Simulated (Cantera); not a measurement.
A Cantera script and its output.

```python
import numpy as np
import cantera as ct

gas = ct.Solution("gri30.yaml")
gas.TPX = 773, 26000, {'CH4': 1, 'CO': 0.47, 'O2': 3.02, 'N2': 14.8, 'H2O': 0.44}
inlet = ct.Reservoir(gas, clone=True)
gas.equilibrate("HP")  # start burning
reactor = ct.IdealGasConstPressureReactor(gas, energy="on", clone=False)
exhaust = ct.Reservoir(gas, clone=True)
tau = [0.16, 0.059, 0.021, 0.0077, 0.0028, 0.001, 0.00037, 0.00013, 4.9e-05, 1.8e-05][0]
for a, b in ((inlet, reactor), (reactor, exhaust)):
    ct.MassFlowController(a, b, mdot=lambda t: reactor.mass / tau)
net = ct.ReactorNet([reactor])
show = ['CH4', 'CO', 'O2', 'C2H2', 'HCO', 'CH3']

rows = []
print(f"{'tau/s':>10s}{'T/K':>9s}" + "".join(f"{s:>11s}" for s in show))
for tau in [0.16, 0.059, 0.021, 0.0077, 0.0028, 0.001, 0.00037, 0.00013, 4.9e-05, 1.8e-05]:
    net.initial_time = 0.0
    net.advance(30 * tau)
    before = gas.X
    net.advance(40 * tau)
    drift = np.max(np.abs(gas.X - before) / (gas.X + 1e-9))
    rows.append([gas.T, *gas[show].X, drift])
    print(f"{tau:10.3e}{gas.T:9.1f}" + "".join(f"{x:11.3e}" for x in gas[show].X))
```

Output:

```
     tau/s      T/K        CH4         CO         O2       C2H2        HCO        CH3
 1.600e-01   1992.4  4.573e-06  3.350e-03  4.094e-02  9.755e-11  3.745e-08  1.380e-06
 5.900e-02   1961.0  8.887e-06  5.359e-03  4.186e-02  1.941e-10  1.032e-07  2.445e-06
 2.100e-02   1911.8  1.800e-05  8.268e-03  4.329e-02  3.925e-10  2.876e-07  4.404e-06
 7.700e-03   1848.0  3.785e-05  1.166e-02  4.514e-02  9.019e-10  7.523e-07  8.116e-06
 2.800e-03   1771.2  8.782e-05  1.554e-02  4.753e-02  2.714e-09  1.926e-06  1.619e-05
 1.000e-03   1685.9  2.386e-04  2.097e-02  5.118e-02  1.215e-08  5.016e-06  3.697e-05
 3.700e-04   1594.4  8.250e-04  3.140e-02  5.865e-02  9.798e-08  1.363e-05  1.053e-04
 1.300e-04    773.0  5.068e-02  2.382e-02  1.531e-01 -7.175e-19  1.684e-20  2.247e-13
 4.900e-05    773.0  5.068e-02  2.382e-02  1.531e-01  2.249e-24  7.451e-21  5.843e-14
 1.800e-05    773.0  5.068e-02  2.382e-02  1.531e-01 -3.028e-29  1.788e-21  1.283e-14
```

Model: GRI-Mech 3.0 (53 species, 325 reactions), integrated in Cantera.
